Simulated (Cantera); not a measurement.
Reactions in the system B-F-O

Cantera with NASA thermochemical tables; ideal gases at 1 bar, condensed phases pure. Values are per mole of reaction as written; species without (g) are pure solids or liquids, kept so even where they would boil at 1 bar.

2 B3O3F3(g) → 6 B + 6 O(g) + 3 F2(g)

```
T (K)  ΔH° (kJ)  ΔS° (J/K)  ΔG° (kJ)   log10 K
-----  --------  ---------  --------  --------
300      6225.4      925.2    5947.9  -1035.60
600      6238.9      957.7    5664.3   -493.12
650      6240.4      959.9    5616.4   -451.33
700      6241.6      961.8    5568.4   -415.51
750      6242.7      963.3    5520.2   -384.45
800      6243.6      964.5    5472.0   -357.28
850      6244.4      965.4    5423.8   -333.30
900      6245.1      966.2    5375.5   -311.98
950      6245.7      966.9    5327.2   -292.90
1000     6246.2      967.4    5278.8   -275.73
```
